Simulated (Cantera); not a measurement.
Input (Python, Cantera):

```python
import numpy as np
import cantera as ct

gas = ct.Solution("gri30.yaml")
gas.TPX = 1100, 190000, {'N2O': 1, 'N2': 0.7}
inlet = ct.Reservoir(gas, clone=True)

reactor = ct.IdealGasConstPressureReactor(gas, energy="off", clone=False)
exhaust = ct.Reservoir(gas, clone=True)
tau = [5.2, 2.2, 0.92, 0.38, 0.16, 0.068, 0.028, 0.012, 0.005, 0.0021][0]
for a, b in ((inlet, reactor), (reactor, exhaust)):
    ct.MassFlowController(a, b, mdot=lambda t: reactor.mass / tau)
net = ct.ReactorNet([reactor])
show = ['N2O', 'NO', 'N2', 'O2', 'NO2']

rows = []
print(f"{'tau/s':>10s}{'T/K':>9s}" + "".join(f"{s:>11s}" for s in show))
for tau in [5.2, 2.2, 0.92, 0.38, 0.16, 0.068, 0.028, 0.012, 0.005, 0.0021]:
    net.initial_time = 0.0
    net.advance(30 * tau)
    before = gas.X
    net.advance(40 * tau)
    drift = np.max(np.abs(gas.X - before) / (gas.X + 1e-9))
    rows.append([gas.T, *gas[show].X, drift])
    print(f"{tau:10.3e}{gas.T:9.1f}" + "".join(f"{x:11.3e}" for x in gas[show].X))
```

Result:

```
     tau/s      T/K        N2O         NO         N2         O2        NO2
 5.200e+00   1100.0  3.424e-01  9.730e-03  5.577e-01  8.988e-02  2.505e-04
 2.200e+00   1100.0  4.424e-01  6.500e-03  4.980e-01  5.294e-02  1.654e-04
 9.200e-01   1100.0  5.132e-01  3.601e-03  4.560e-01  2.713e-02  8.949e-05
 3.800e-01   1100.0  5.536e-01  1.731e-03  4.322e-01  1.249e-02  4.074e-05
 1.600e-01   1100.0  5.729e-01  7.832e-04  4.208e-01  5.530e-03  1.643e-05
 6.800e-02   1100.0  5.816e-01  3.446e-04  4.157e-01  2.403e-03  5.761e-06
 2.800e-02   1100.0  5.855e-01  1.446e-04  4.134e-01  9.995e-04  1.606e-06
 1.200e-02   1100.0  5.870e-01  6.254e-05  4.125e-01  4.300e-04  3.946e-07
 5.000e-03   1100.0  5.877e-01  2.618e-05  4.121e-01  1.793e-04  8.015e-08
 2.100e-03   1100.0  5.880e-01  1.100e-05  4.119e-01  7.521e-05  1.516e-08
```

Model: GRI-Mech 3.0 (53 species, 325 reactions), integrated in Cantera. GRI-Mech 3.0 was tuned for natural gas; its chemistry of N2O as a main component is partial and can be far from experiment. The mechanism lacks the step 2 NO + O2 → 2 NO2, which can matter for NO2 below about 1400 K. The temperature is held fixed by assumption; the heat of reaction is taken as removed at once.
